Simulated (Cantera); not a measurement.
A freely propagating, adiabatic, planar premixed flame of 38.7 % H2, 12.9 % O2, 48.4 % N2, unburnt at 498 K and 0.987 atm; mixture-averaged transport, grid criteria slope 0.08 and curve 0.16, no radiation.

Cantera simulation using the H2/O2 subset of GRI-Mech 3.0, which has no nitrogen chemistry; the numbers are that mechanism's predictions, not measurements. Burning velocities carry a grid error of a few per cent, more on coarse grids.

x: mole fraction of selected species; z is measured from the peak of heat release.

```tsv
z (mm)	T (K)	u (m/s)	x H2	x O2	x O	x H2O	x OH	x HO2
-1.26	498	6.60	0.387	0.129	<1e-8	<1e-8	<1e-8	<1e-8
-0.840	498	6.60	0.387	0.129	<1e-8	<1e-8	<1e-8	<1e-8
-0.630	498	6.60	0.387	0.129	<1e-8	<1e-8	<1e-8	<1e-8
-0.420	498	6.60	0.387	0.129	<1e-8	3.17e-8	<1e-8	7.04e-8
-0.210	511	6.76	0.384	0.129	4.65e-6	0.000391	3.39e-5	0.000203
-0.105	[?]	9.70	0.351	0.124	0.000264	0.0196	0.000892	0.000218
0	[?]	15.1	0.244	0.0848	0.00413	0.106	0.00285	8.13e-5
0.105	[?]	18.7	0.144	0.0262	0.00684	0.215	0.00696	2.36e-5
0.210	1660	20.3	0.120	0.00894	0.00583	0.248	0.00885	7.66e-6
0.420	1796	21.8	0.121	0.00464	0.00475	0.258	0.0101	3.67e-6
0.840	1937	23.3	0.127	0.00322	0.00351	0.265	0.0105	2.35e-6
1.68	2074	24.6	0.132	0.00199	0.00222	0.272	0.00978	1.41e-6
3.36	2190	25.8	0.136	0.00106	0.00120	0.280	0.00811	7.81e-7
```

### Question
Complete the blanks.

### Answer

- -0.105, T (K): 753
- 0, T (K): 1209
- 0.105, T (K): 1521
